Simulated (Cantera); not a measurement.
Calcination and drying: LiOH + H2 + H2O

Charge: 1 mol LiOH, 2.9 mol H2, 0.12 mol H2O, held at 0.100 bar.

Method: chemical equilibrium by Gibbs-energy minimisation in Cantera with the NASA 1993 tables (ideal gas, pure condensed phases). Candidate condensed phases: H2O, Li, LiH, LiOH, Li2O; 17 gas species. The numbers say what is thermodynamically allowed, not how fast it happens.

From 873 K to 1623 K the condensed part is Li2O(s). From 1773 K to 2223 K nothing is condensed. The main Li-bearing gas is LiOH throughout.

```
T (K)   x H2    x LiOH   x H2O      x Li       x H    x Li2O     x LiH  n Li2O(s)
-----  -----  --------  ------  --------  --------  --------  --------  ---------
873    0.824   1.15e-6   0.176  5.06e-12  1.34e-10    <1e-12    <1e-12      0.500
1023   0.824   4.81e-5   0.176   4.06e-9   1.19e-8  4.11e-12  1.53e-10      0.500
1173   0.824  0.000742   0.176   5.56e-7   3.38e-7   2.16e-9   1.55e-8      0.499
1323   0.821   0.00598   0.173   2.43e-5   4.54e-6   2.61e-7   5.36e-7      0.489
1473   0.811    0.0298   0.159  0.000495   3.60e-5   1.13e-5   8.99e-6      0.445
1623   0.775    0.0980   0.120   0.00615  0.000192  0.000235   9.40e-5      0.304
1773   0.682     0.194  0.0758    0.0441  0.000743   0.00199  0.000558          0
1923   0.663     0.172  0.0956    0.0645   0.00243   0.00161  0.000724          0
2073   0.641     0.148   0.116    0.0854   0.00666   0.00123  0.000864          0
2223   0.616     0.125   0.135     0.105    0.0159  0.000909  0.000967          0
```
x: gas mole fraction; n: condensed amount in mol.
